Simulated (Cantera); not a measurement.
A Cantera script and its output.

```python
import numpy as np
import cantera as ct

gas = ct.Solution("h2o2.yaml")


def delay(T, t_max=10):
    gas.TPX = T, 210000, {'H2': 1, 'O2': 0.294, 'N2': 1.11}
    reactor = ct.IdealGasConstPressureReactor(gas, clone=False)
    net = ct.ReactorNet([reactor])
    net.rtol, net.atol = 1e-8, 1e-16
    while net.time < t_max:
        t_old, T_old = net.time, reactor.T
        net.step()
        if reactor.T > T + 400:  # ignition: a rise of 400 K
            return t_old + (T + 400 - T_old) / (reactor.T - T_old) * (net.time - t_old)
    return np.nan


taus = []
for T in [1125, 1200, 1275, 1350, 1425, 1500, 1575, 1650]:
    taus.append(delay(T))
    print(f"T0 = {T:6g} K   tau = {taus[-1]:.4e} s")

# d ln(tau) / d ln(k), from doubling and halving each rate constant
T, sens = 1425, []
for i in range(gas.n_reactions):
    gas.set_multiplier(2.0, i)
    up = delay(T)
    gas.set_multiplier(0.5, i)
    down = delay(T)
    gas.set_multiplier(1.0, i)
    sens.append((np.log(up / down) / np.log(4.0), gas.reaction(i).equation))
sens.sort(key=lambda x: -abs(x[0]))
print(f"sensitivities at {T} K")
for s, eq in sens[:10]:
    print(f"{s:8.3f}  {eq}")
```

Result:

```
T0 =   1125 K   tau = 4.9731e-05 s
T0 =   1200 K   tau = 2.6273e-05 s
T0 =   1275 K   tau = 1.6988e-05 s
T0 =   1350 K   tau = 1.2141e-05 s
T0 =   1425 K   tau = 9.2865e-06 s
T0 =   1500 K   tau = 7.5077e-06 s
T0 =   1575 K   tau = 6.3764e-06 s
T0 =   1650 K   tau = 5.6607e-06 s
sensitivities at 1425 K
  -0.684  H + O2 <=> O + OH
  -0.115  H2 + O <=> H + OH
  -0.059  H2 + OH <=> H + H2O
  -0.059  H + HO2 <=> H2 + O2
  -0.038  H + O2 + H2O <=> HO2 + H2O
  -0.016  H + OH + M <=> H2O + M
  -0.014  2 H + H2O <=> H2 + H2O
  -0.011  H + HO2 <=> 2 OH
  -0.007  2 H + M <=> H2 + M
   0.006  H + O2 + M <=> HO2 + M
```

Model: the H2/O2 subset of GRI-Mech 3.0, which has no nitrogen chemistry, integrated in Cantera. The hydrogen kinetics of GRI-Mech 3.0 are dated; newer H2 mechanisms differ, most at raised pressure. Where the delays flatten at high temperature, the 400 K rule measures the pace of heat release, not the induction time.
